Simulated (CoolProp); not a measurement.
Vapour-liquid equilibrium of propane (1) + n-pentane (2) at -49.25 °C; x and y are mole fractions of (1).

Computed with CoolProp (multi-fluid Helmholtz-energy mixture model, Lemmon 2009 and Thol 2019; pair parameters Kunz 2012).

**Question.** Give the bubble pressure and the first vapour's composition at x = 0.2, 0.725, 0.875. Is there an azeotrope?

**Answer.** x = 0.2: 19.91 kPa, y = 0.940; x = 0.725: 54.84 kPa, y = 0.991; x = 0.875: 64.47 kPa, y = 0.996. No azeotrope shows between x = 0.05 and 0.95.

The pair parameters rest on a limited set of measurements; away from them the model extrapolates.
